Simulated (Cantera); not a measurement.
# Si + F₂ + N₂ (silicon etching in halogen gases)

A closed system holds: 1 mol Si, 9.6 mol F₂, 2.4 mol N₂, equilibrated at 1100 Pa.

Equilibrium computed with Cantera from the NASA thermochemical tables; the gas is ideal and each condensed phase is pure. Candidate condensed phases: Si, Si₃N₄; 16 gas species. Rates play no part.

From 475 K to 1675 K nothing is condensed. The main Si-bearing gas is SiF₄ throughout.

| T (K) | x F | x NF₃ | x F₂ | x N₂ | x SiF₄ |
|---|---|---|---|---|---|
| 475 | 4.81e-6 | 0.774 | 0.0645 | 7.68e-8 | 0.161 |
| 575 | 0.000185 | 0.757 | 0.0779 | 0.00470 | 0.160 |
| 675 | 0.00461 | 0.457 | 0.317 | 0.0889 | 0.132 |
| 775 | 0.0409 | 0.0829 | 0.589 | 0.190 | 0.0966 |
| 875 | 0.168 | 0.00740 | 0.543 | 0.198 | 0.0840 |
| 975 | 0.420 | 0.000538 | 0.335 | 0.172 | 0.0719 |
| 1075 | 0.667 | 2.63e-5 | 0.127 | 0.145 | 0.0606 |
| 1175 | 0.775 | 1.10e-6 | 0.0356 | 0.134 | 0.0557 |
| 1275 | 0.805 | 5.97e-8 | 0.0101 | 0.130 | 0.0543 |
| 1375 | 0.813 | 4.65e-9 | 0.00330 | 0.129 | 0.0539 |
| 1475 | 0.816 | 5.06e-10 | 0.00124 | 0.129 | 0.0538 |
| 1575 | 0.817 | 7.27e-11 | 0.000521 | 0.129 | 0.0538 |
| 1675 | 0.817 | 1.32e-11 | 0.000243 | 0.129 | 0.0538 |
x: gas mole fraction; nothing condenses.
